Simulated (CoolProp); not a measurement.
Computed with CoolProp (reference Helmholtz-energy equation of state, Gao 2020).

Give the vapour pressure (kPa), vapour density (kg/m³), liquid viscosity (µPa s), vapour viscosity (µPa s) of saturated ammonia at 283.6, 295.2, 330.1 K.


```tsv
T (K)	p (kPa)	vapour density (kg/m³)	liquid viscosity (µPa s)	vapour viscosity (µPa s)
283.6	624	4.94	152	9.38
295.2	915	7.13	136	9.74
330.1	2430	18.9	97.3	10.9
```

Viscosity comes from a separate model (Fenghour 1995).
